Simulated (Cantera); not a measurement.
A closed system holds: 1 mol TiO2, 7.9 mol C, 2.9 mol H2, held at 17.0 Pa.

Cantera equilibrium calculation (NASA polynomials, part measured and part estimated; ideal gas, pure solids and liquids). Candidate condensed phases: C, C6H6, C7H8, C8H18, H2O, Ti, TiC, TiO, TiO2, Ti2O3, Ti3O5, Ti4O7; 113 gas species. TiC: taken at fixed stoichiometry. Kinetics and transport are ignored. All values below are at 1698 K.

Base state: H2 0.585, CO 0.406, H 0.00848, C2H2 (acetylene) 4.22e-5 (mole fractions); condensed: C(graphite) + TiC(s).

**Question.** What changes in the equilibrium state with this change: pressure from 17.0 Pa to 1.00 mbar?

**Answer.** 
```
species            before    after
----------------  -------  -------
H2                  0.585    0.589
CO                  0.406    0.407
H                 0.00848  0.00351
C2H2 (acetylene)  4.22e-5  4.24e-5
C(graphite), mol     4.90     4.90
TiC(s), mol          1.00     1.00
```
